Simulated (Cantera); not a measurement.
Input (Python, Cantera) and output of one run.

```python
import numpy as np
import cantera as ct

gas_names = """
    H HO2 H2 H2O H2O2 O OH O2 O3 Si SiH SiH2 SiH3 SiH4 SiO SiO2 Si2 Si3
""".split()
cond_names = """
    H2O(s) H2O(L) Si(cr) Si(L) SiO2(Lqz) SiO2(hqz) SiO2(L)
""".split()


# ... load() reads the species with a 1 bar reference pressure and builds the phases ...
atoms = {
    'Si2H6': {'Si': 2, 'H': 6},
    'O3': {'O': 3},
}
top_T = {}  # K; cautious upper limits of use, not melting points


# ... equilibrate(T, P, feed) seeds the gas with the atoms and calls Mixture.equilibrate('TP', solver="vcs", rtol=1e-11, max_steps=5000) ...
results = []
feed = {'Si2H6': 1, 'O3': 0.17}  # mol
T = 1800  # K
P = 13332.2  # Pa
mix = equilibrate(T, P, feed)
results.append((T, P, feed, dict(zip(mix.species_names, mix.species_moles))))
x = sorted(zip(gas.X, gas.species_names), reverse=True)
print(f"T = {T:g} K  P = {P:g} Pa  gas = {mix.phase_moles(0):.4g} mol")
print("   x: " + "  ".join(f"{s} {v:.3e}" for v, s in x if v > 1e-06))
print("   condensed (mol): " + ("  ".join(f"{mix.phase(i).name} {mix.phase_moles(i):.4g}"
      for i in range(1, mix.n_phases) if mix.phase_moles(i) > 1e-12) or "none"))
```

Result:

```
T = 1800 K  P = 13332.2 Pa  gas = 3.512 mol
   x: H2 8.538e-01  SiO 1.452e-01  H 9.061e-04  SiH2 2.556e-05  Si 2.382e-05  H2O 2.043e-05  SiH 9.168e-06
   condensed (mol): Si(L) 1.49
```

Equilibrium computed with Cantera from the NASA thermochemical tables; the gas is ideal and each condensed phase is pure. The feed counts by its element totals alone. Gases not in the tables: Si2H6 and higher silanes.
